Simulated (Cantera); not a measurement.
Boron, boron nitride and boron oxide: BCl3 + H2O + N2

Charge: 1 mol BCl3, 10 mol H2O, 8.5 mol N2, held at 44000 Pa.

These are equilibrium values from Cantera (NASA tables, ideal gas, pure condensed phases), not measurements of a reactor. Candidate condensed phases: B, BN, B2O3, B3O3H3, H2O, NH4Cl; 49 gas species. The tables' values for BOCl are old estimates; treat these amounts as uncertain. Gases not in the tables: H3BO3. Kinetics and transport are ignored.

| T (K) | x N2 | x H2O | x HCl | x HBO2 | x (HBO2)3 | x H2 | x Cl | x OH | n B2O3(l) |
|---|---|---|---|---|---|---|---|---|---|
| 750 | 0.429 | 0.403 | 0.151 | 1.88e-8 | 0.0168 | 1.91e-8 | 5.61e-10 | <1e-12 | 0 |
| 900 | 0.427 | 0.414 | 0.151 | 2.45e-6 | 0.00854 | 2.46e-7 | 5.22e-8 | 1.38e-10 | 0.245 |
| 1050 | 0.426 | 0.420 | 0.150 | 6.93e-5 | 0.00395 | 1.78e-6 | 1.26e-6 | 1.23e-8 | 0.381 |
| 1200 | 0.425 | 0.422 | 0.150 | 0.000814 | 0.00212 | 1.04e-5 | 1.20e-5 | 3.10e-7 | 0.428 |
| 1350 | 0.424 | 0.420 | 0.150 | 0.00535 | 0.00127 | 5.20e-5 | 6.21e-5 | 3.39e-6 | 0.408 |
| 1500 | 0.420 | 0.407 | 0.148 | 0.0233 | 0.000798 | 0.000204 | 0.000222 | 2.16e-5 | 0.239 |
| 1650 | 0.415 | 0.390 | 0.146 | 0.0477 | 0.000131 | 0.000642 | 0.000617 | 9.53e-5 | 0 |
| 1800 | 0.414 | 0.389 | 0.145 | 0.0477 | 5.08e-6 | 0.00172 | 0.00144 | 0.000335 | 0 |
| 1950 | 0.413 | 0.387 | 0.143 | 0.0473 | 3.23e-7 | 0.00396 | 0.00294 | 0.000964 | 0 |
| 2100 | 0.412 | 0.382 | 0.140 | 0.0466 | 3.06e-8 | 0.00812 | 0.00537 | 0.00237 | 0 |
x: gas mole fraction; n: condensed amount in mol.

At 750 K nothing is condensed. From 900 K to 1500 K the condensed part is B2O3(l). From 1650 K to 2100 K nothing is condensed.
